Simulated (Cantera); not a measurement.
An adiabatic, constant-pressure homogeneous reactor starts with CH4 : O2 : N2 : H2O = 1 : 1.82 : 6.84 : 0.59 (molar parts), at 1700 K and 2200000 Pa. Integrator tolerance rtol = 1e-08.

Detailed kinetics in Cantera: GRI-Mech 3.0 (53 species, 325 reactions). The pressure lies above the range GRI-Mech 3.0 was tuned for (to about 10 atm). Above 3000 K some thermodynamic fits are extrapolated.

Problem. What does this change do: 0.028 parts C2H6 added?

Solution. 
| quantity | before | after |
|---|---|---|
| time of steepest temperature rise | 19.9 µs | 13.9 µs |
| temperature at 0.100 s | 2988 K | 2993 K |
| equilibrium temperature | 2988 K | 2993 K |
| x(CH4) at 0.100 s | <1e-12 (gas-phase equilibrium <1e-12) | 1.26e-12 (gas-phase equilibrium 1.52e-12) |
| x(O2) at 0.100 s | 0.00746 (gas-phase equilibrium 0.00746) | 0.00531 (gas-phase equilibrium 0.00531) |
| x(H2O) at 0.100 s | 0.210 (gas-phase equilibrium 0.210) | 0.211 (gas-phase equilibrium 0.211) |
| x(HCN) at 0.100 s | 2.39e-8 (gas-phase equilibrium 2.39e-8) | 3.65e-8 (gas-phase equilibrium 3.65e-8) |
| x(NO) at 0.100 s | 0.00800 (gas-phase equilibrium 0.00800) | 0.00676 (gas-phase equilibrium 0.00676) |

Problem. What does this change do: initial temperature 1700 to 1798 K?

Solution. 
| quantity | before | after |
|---|---|---|
| time of steepest temperature rise | 19.9 µs | 9.61 µs |
| temperature at 0.100 s | 2988 K | 3035 K |
| equilibrium temperature | 2988 K | 3035 K |
| x(CH4) at 0.100 s | <1e-12 (gas-phase equilibrium <1e-12) | <1e-12 (gas-phase equilibrium <1e-12) |
| x(O2) at 0.100 s | 0.00746 (gas-phase equilibrium 0.00746) | 0.00849 (gas-phase equilibrium 0.00849) |
| x(H2O) at 0.100 s | 0.210 (gas-phase equilibrium 0.210) | 0.206 (gas-phase equilibrium 0.206) |
| x(HCN) at 0.100 s | 2.39e-8 (gas-phase equilibrium 2.39e-8) | 2.86e-8 (gas-phase equilibrium 2.86e-8) |
| x(NO) at 0.100 s | 0.00800 (gas-phase equilibrium 0.00800) | 0.00901 (gas-phase equilibrium 0.00901) |
